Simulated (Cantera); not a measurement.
**NO annealing gas**

An isothermal, constant-pressure homogeneous reactor starts with NO : N₂ = 1 : 0.23 (molar parts), at 2000 K and 7100 Pa.

Cantera simulation using GRI-Mech 3.0 (53 species, 325 reactions); the numbers are that mechanism's predictions, not measurements.

```tsv
t (s)	x NO	x O	x N₂O	x N₂	x NO₂	x O₂
1.00e-6	0.813	5.45e-8	5.45e-8	0.187	9.49e-12	2.38e-12
5.23e-6	0.813	2.85e-7	2.85e-7	0.187	2.60e-10	6.53e-11
2.73e-5	0.813	1.49e-6	1.49e-6	0.187	7.04e-9	1.78e-9
0.000143	0.813	7.71e-6	7.70e-6	0.187	1.84e-7	4.87e-8
0.000748	0.813	3.92e-5	3.82e-5	0.187	3.96e-6	1.36e-6
0.00391	0.812	0.000193	0.000151	0.187	4.05e-5	5.31e-5
0.0205	0.810	0.000370	0.000263	0.188	7.64e-5	0.00121
0.107	0.795	0.000433	0.000251	0.196	9.61e-5	0.00845
0.559	0.716	0.000665	0.000188	0.235	0.000158	0.0480
2.93	0.370	0.00122	4.21e-5	0.408	0.000172	0.221
15.3	0.0295	0.00158	3.36e-7	0.578	1.84e-5	0.391
80.0	0.00920	0.00160	1.19e-7	0.588	5.83e-6	0.401
```
x: mole fraction; the columns are a selection and need not sum to one.

Equilibrium at this temperature and pressure: NO 0.00918, O 0.00160, N₂O 1.19e-7, N₂ 0.588, NO₂ 5.82e-6, O₂ 0.401 (gas phase only).
